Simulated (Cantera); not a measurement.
**Adiabatic ignition**

An adiabatic, constant-pressure homogeneous reactor starts with CH4 : C2H6 : O2 : N2 = 1 : 0.1 : 3.36 : 12.6 (molar parts), equivalence ratio 0.70, at 1773 K and 5.00 bar.

Detailed kinetics in Cantera: GRI-Mech 3.0 (53 species, 325 reactions).

```
t (s)     T (K)    x CH4    x C2H6    x O2    x CH2    x N2O     x OH
--------  -----  -------  --------  ------  -------  -------  -------
2.00e-6    1768   0.0582   0.00517   0.197  2.01e-7  1.08e-9  2.14e-5
5.11e-6    1778   0.0546   0.00393   0.193  1.55e-6  1.06e-8  9.47e-5
1.30e-5    2433  1.16e-5  4.22e-11  0.0801  2.28e-6  5.45e-7   0.0191
3.33e-5    2813   <1e-12    <1e-12  0.0614   <1e-12  1.80e-6   0.0201
8.50e-5    2838   <1e-12    <1e-12  0.0599   <1e-12  1.95e-6   0.0193
0.000217   2833   <1e-12    <1e-12  0.0580   <1e-12  1.97e-6   0.0189
0.000554   2825   <1e-12    <1e-12  0.0550   <1e-12  2.06e-6   0.0183
0.00141    2820   <1e-12    <1e-12  0.0531   <1e-12  2.15e-6   0.0179
0.00361    2819   <1e-12    <1e-12  0.0530   <1e-12  2.16e-6   0.0179
0.00922    2819   <1e-12    <1e-12  0.0530   <1e-12  2.16e-6   0.0179
0.0235     2819   <1e-12    <1e-12  0.0530   <1e-12  2.16e-6   0.0179
0.0601     2819   <1e-12    <1e-12  0.0530   <1e-12  2.16e-6   0.0179
0.153      2819   <1e-12    <1e-12  0.0530   <1e-12  2.16e-6   0.0179
0.392      2819   <1e-12    <1e-12  0.0530   <1e-12  2.16e-6   0.0179
1.00       2819   <1e-12    <1e-12  0.0530   <1e-12  2.16e-6   0.0179
```
x: mole fraction; the columns are a selection and need not sum to one.

```json
{
 "time_of_steepest_temperature_rise": "12.5 µs",
 "temperature at 1.00 s": "2819 K",
 "equilibrium_temperature": "2819 K",
 "x(CH4) at 1.00 s": "<1e-12 (gas-phase equilibrium <1e-12)",
 "x(C2H6) at 1.00 s": "<1e-12 (gas-phase equilibrium <1e-12)",
 "x(O2) at 1.00 s": "0.0530 (gas-phase equilibrium 0.0530)"
}
```
